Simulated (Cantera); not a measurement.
An adiabatic, constant-pressure homogeneous reactor starts with H₂ : O₂ : N₂ : H₂O = 1 : 1.19 : 4.48 : 0.17 (molar parts), equivalence ratio 0.42, at 1123 K and 28.0 bar. Integrator tolerance rtol = 1e-08.

Detailed kinetics in Cantera: GRI-Mech 3.0 (53 species, 325 reactions). The hydrogen kinetics of GRI-Mech 3.0 are dated; newer H2 mechanisms differ, most at raised pressure. The pressure lies above the range GRI-Mech 3.0 was tuned for (to about 10 atm).

What does this change do: initial temperature 1123 to 1725 K?


```
quantity                                                              before                                    after
---------------------------------  -----------------------------------------  ---------------------------------------
time of steepest temperature rise                                   0.747 ms                                 0.360 µs
temperature at 0.300 s                                                2136 K                                   2624 K
equilibrium temperature                                               2136 K                                   2624 K
x(H₂) at 0.300 s                     8.16e-5 (gas-phase equilibrium 8.14e-5)  0.00114 (gas-phase equilibrium 0.00114)
x(O₂) at 0.300 s                         0.105 (gas-phase equilibrium 0.105)    0.0966 (gas-phase equilibrium 0.0966)
x(H₂O) at 0.300 s                        0.183 (gas-phase equilibrium 0.183)      0.178 (gas-phase equilibrium 0.178)
x(HO₂) at 0.300 s                    8.76e-6 (gas-phase equilibrium 8.75e-6)  3.33e-5 (gas-phase equilibrium 3.33e-5)
x(O) at 0.300 s                    0.000110 (gas-phase equilibrium 0.000109)  0.00153 (gas-phase equilibrium 0.00153)
x(H₂O₂) at 0.300 s                   8.90e-7 (gas-phase equilibrium 8.89e-7)  2.65e-6 (gas-phase equilibrium 2.65e-6)
x(N₂O) at 0.300 s                    2.03e-6 (gas-phase equilibrium 2.03e-6)  5.00e-6 (gas-phase equilibrium 5.00e-6)
```

What does this change do: pressure from 28.0 bar to 15.0 bar?


```
quantity                                                              before                                      after
---------------------------------  -----------------------------------------  -----------------------------------------
time of steepest temperature rise                                   0.747 ms                                   0.907 ms
temperature at 0.300 s                                                2136 K                                     2135 K
equilibrium temperature                                               2136 K                                     2134 K
x(H₂) at 0.300 s                     8.16e-5 (gas-phase equilibrium 8.14e-5)  0.000111 (gas-phase equilibrium 0.000110)
x(O₂) at 0.300 s                         0.105 (gas-phase equilibrium 0.105)        0.105 (gas-phase equilibrium 0.105)
x(H₂O) at 0.300 s                        0.183 (gas-phase equilibrium 0.183)        0.183 (gas-phase equilibrium 0.183)
x(HO₂) at 0.300 s                    8.76e-6 (gas-phase equilibrium 8.75e-6)    7.47e-6 (gas-phase equilibrium 7.43e-6)
x(O) at 0.300 s                    0.000110 (gas-phase equilibrium 0.000109)  0.000149 (gas-phase equilibrium 0.000148)
x(H₂O₂) at 0.300 s                   8.90e-7 (gas-phase equilibrium 8.89e-7)    6.49e-7 (gas-phase equilibrium 6.47e-7)
x(N₂O) at 0.300 s                    2.03e-6 (gas-phase equilibrium 2.03e-6)    1.48e-6 (gas-phase equilibrium 1.48e-6)
```
